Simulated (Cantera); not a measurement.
## Metals in furnace atmospheres: Pb + O₂ + N₂

Input: 1 mol Pb, 0.0016 mol O₂, a varied amount of N₂, at 752 °C and 10.0 mbar.

Equilibrium computed with Cantera from the NASA thermochemical tables; the gas is ideal and each condensed phase is pure. Candidate condensed phases: Pb, PbO, PbO₂, Pb₃O₄; 12 gas species. Mutual solubility and eutectic melting of coexisting phases are not modelled. Rates play no part.

| n(N₂) (mol) | x N₂ | x Pb | x PbO | x Pb₂ | x NO | n Pb(l) | n PbO(yellow) |
|---|---|---|---|---|---|---|---|
| 1.7 | 0.997 | 0.00278 | 6.85e-5 | 1.26e-8 | 1.13e-9 | 0.992 | 0.00308 |
| 2.4 | 0.997 | 0.00278 | 6.85e-5 | 1.26e-8 | 1.13e-9 | 0.990 | 0.00304 |
| 3.4 | 0.997 | 0.00278 | 6.85e-5 | 1.26e-8 | 1.13e-9 | 0.987 | 0.00297 |
| 4.7 | 0.997 | 0.00278 | 6.85e-5 | 1.26e-8 | 1.13e-9 | 0.984 | 0.00288 |
| 6.6 | 0.997 | 0.00278 | 6.85e-5 | 1.26e-8 | 1.13e-9 | 0.978 | 0.00275 |
| 9.2 | 0.997 | 0.00278 | 6.85e-5 | 1.26e-8 | 1.13e-9 | 0.971 | 0.00257 |
| 13 | 0.997 | 0.00278 | 6.85e-5 | 1.26e-8 | 1.13e-9 | 0.961 | 0.00231 |
| 18 | 0.997 | 0.00278 | 6.85e-5 | 1.26e-8 | 1.13e-9 | 0.947 | 0.00196 |
| 25 | 0.997 | 0.00278 | 6.85e-5 | 1.26e-8 | 1.13e-9 | 0.927 | 0.00148 |
| 35 | 0.997 | 0.00278 | 6.85e-5 | 1.26e-8 | 1.13e-9 | 0.899 | 0.000795 |
| 48 | 0.997 | 0.00278 | 6.65e-5 | 1.26e-8 | 1.09e-9 | 0.863 | 0 |
| 67 | 0.997 | 0.00278 | 4.76e-5 | 1.26e-8 | 7.84e-10 | 0.810 | 0 |
x: gas mole fraction; n: condensed amount in mol.

From 1.7 mol N₂ to 35 mol N₂ the condensed part is Pb(l) + PbO(yellow). From 48 mol N₂ to 67 mol N₂ the condensed part is Pb(l). The main Pb-bearing gas is Pb throughout. The share of Pb in condensed phases is highest at 1.7 mol N₂ (99.5 %) and lowest at 67 mol N₂ (81.0 %).
